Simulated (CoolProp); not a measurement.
Properties of methane along the isobar 0.599 MPa.

Values from CoolProp's reference Helmholtz-energy equation of state, Setzmann 1991.

| T (K) | phase | speed of sound (m/s) | isothermal compressibility (1/MPa) | expansivity (1/kK) | Prandtl number | fugacity coefficient |
|---|---|---|---|---|---|---|
| 179 | gas | 340.4 | 1.770 | 6.581 | 0.797 | 0.9481 |
| 186.3 | gas | 348.7 | 1.757 | 6.205 | 0.788 | 0.9539 |
| 193.7 | gas | 356.7 | 1.746 | 5.873 | 0.782 | 0.9589 |
| 201 | gas | 364.4 | 1.737 | 5.585 | 0.777 | 0.9631 |
| 208.4 | gas | 371.8 | 1.729 | 5.324 | 0.773 | 0.9669 |
| 215.7 | gas | 379.0 | 1.723 | 5.094 | 0.768 | 0.9702 |
| 223.1 | gas | 386.0 | 1.717 | 4.882 | 0.765 | 0.9731 |
| 230.4 | gas | 392.7 | 1.712 | 4.692 | 0.761 | 0.9757 |
| 237.8 | gas | 399.3 | 1.708 | 4.516 | 0.758 | 0.9779 |
| 245.1 | gas | 405.6 | 1.704 | 4.356 | 0.754 | 0.9800 |
| 252.5 | gas | 411.8 | 1.701 | 4.206 | 0.752 | 0.9818 |
| 259.8 | gas | 417.8 | 1.698 | 4.069 | 0.749 | 0.9834 |
| 267.2 | gas | 423.7 | 1.695 | 3.940 | 0.747 | 0.9849 |
| 274.5 | gas | 429.4 | 1.693 | 3.821 | 0.745 | 0.9862 |

Viscosity comes from a separate model (Quiñones-Cisneros 2006). Thermal conductivity comes from a separate model (Friend 1989).
